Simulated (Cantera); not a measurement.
An isothermal, constant-pressure homogeneous reactor starts with H2 : O2 = 0.045 : 1 (molar parts), at 1275 K and 210 Pa. Integrator tolerance rtol = 1e-08.

Computed with Cantera and the H2/O2 subset of GRI-Mech 3.0, which has no nitrogen chemistry. Radical loss at walls, strong at low pressure, is not modelled. The temperature is held fixed by assumption; the heat of reaction is taken as removed at once.

What does this change do: temperature 1275 to 1373 K?


```tsv
quantity	before	after
x(H2) at 300 s	2.37e-7 (gas-phase equilibrium 5.46e-8)	5.30e-7 (gas-phase equilibrium 2.93e-7)
x(O2) at 300 s	0.956 (gas-phase equilibrium 0.956)	0.956 (gas-phase equilibrium 0.956)
x(O) at 300 s	1.04e-5 (gas-phase equilibrium 2.40e-6)	2.40e-5 (gas-phase equilibrium 1.32e-5)
x(H) at 300 s	3.42e-8 (gas-phase equilibrium 3.78e-9)	9.65e-8 (gas-phase equilibrium 3.96e-8)
x(H2O) at 300 s	0.0440 (gas-phase equilibrium 0.0440)	0.0439 (gas-phase equilibrium 0.0440)
x(HO2) at 300 s	7.96e-9 (gas-phase equilibrium 1.30e-8)	2.51e-8 (gas-phase equilibrium 3.19e-8)
x(OH) at 300 s	7.39e-5 (gas-phase equilibrium 3.55e-5)	0.000143 (gas-phase equilibrium 0.000106)
```
